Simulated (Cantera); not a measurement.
A perfectly stirred reactor is fed with C₂H₆ : N₂ = 1 : 1.2 (molar parts), at 5600 Pa; it is held at 1448 K, and followed from long to short residence time.

Cantera simulation using GRI-Mech 3.0 (53 species, 325 reactions); the numbers are that mechanism's predictions, not measurements. GRI-Mech 3.0 stops at C3 and has no aromatics, soot or wall deposition, so with more carbon than oxygen in the feed, carbon stays in small species such as C2H2 where larger ones or solid carbon would form.

**Question.** What does this change do: pressure from 5600 Pa to 81000 Pa?

**Answer.** 
```
quantity                  before     after
----------------------  --------  --------
x(C₂H₆) at τ = 5.50 s   0.000189  0.000198
x(CH₂) at τ = 5.50 s     1.82e-8  8.71e-10
x(HCN) at τ = 5.50 s     2.30e-8   2.23e-9
x(C₂H) at τ = 5.50 s     4.45e-8   5.68e-9
x(C₂H₄) at τ = 5.50 s    0.00420    0.0265
x(C₂H₆) at τ = 65.0 ms   0.00775   0.00278
x(CH₂) at τ = 65.0 ms    2.60e-7   9.49e-9
x(HCN) at τ = 65.0 ms    1.16e-8   1.08e-9
x(C₂H) at τ = 65.0 ms    9.58e-8   1.95e-8
x(C₂H₄) at τ = 65.0 ms    0.0458    0.0466
```

**Question.** What does this change do: temperature 1448 to 1350 K?

**Answer.** 
```json
[
 {"quantity": "x(C₂H₆) at τ = 5.50 s", "before": "0.000189", "after": "0.000584"},
 {"quantity": "x(CH₂) at τ = 5.50 s", "before": "1.82e-8", "after": "4.10e-9"},
 {"quantity": "x(HCN) at τ = 5.50 s", "before": "2.30e-8", "after": "1.56e-9"},
 {"quantity": "x(C₂H) at τ = 5.50 s", "before": "4.45e-8", "after": "9.84e-9"},
 {"quantity": "x(C₂H₄) at τ = 5.50 s", "before": "0.00420", "after": "0.0136"},
 {"quantity": "x(C₂H₆) at τ = 65.0 ms", "before": "0.00775", "after": "0.0241"},
 {"quantity": "x(CH₂) at τ = 65.0 ms", "before": "2.60e-7", "after": "6.57e-8"},
 {"quantity": "x(HCN) at τ = 65.0 ms", "before": "1.16e-8", "after": "9.81e-10"},
 {"quantity": "x(C₂H) at τ = 65.0 ms", "before": "9.58e-8", "after": "1.54e-8"},
 {"quantity": "x(C₂H₄) at τ = 65.0 ms", "before": "0.0458", "after": "0.114"}
]
```

**Question.** What does this change do: pressure from 5600 Pa to 100000 Pa?

**Answer.** 
| quantity | before | after |
|---|---|---|
| x(C₂H₆) at τ = 5.50 s | 0.000189 | 0.000227 |
| x(CH₂) at τ = 5.50 s | 1.82e-8 | 7.57e-10 |
| x(HCN) at τ = 5.50 s | 2.30e-8 | 2.20e-9 |
| x(C₂H) at τ = 5.50 s | 4.45e-8 | 4.88e-9 |
| x(C₂H₄) at τ = 5.50 s | 0.00420 | 0.0302 |
| x(C₂H₆) at τ = 65.0 ms | 0.00775 | 0.00273 |
| x(CH₂) at τ = 65.0 ms | 2.60e-7 | 7.32e-9 |
| x(HCN) at τ = 65.0 ms | 1.16e-8 | 8.79e-10 |
| x(C₂H) at τ = 65.0 ms | 9.58e-8 | 1.64e-8 |
| x(C₂H₄) at τ = 65.0 ms | 0.0458 | 0.0505 |
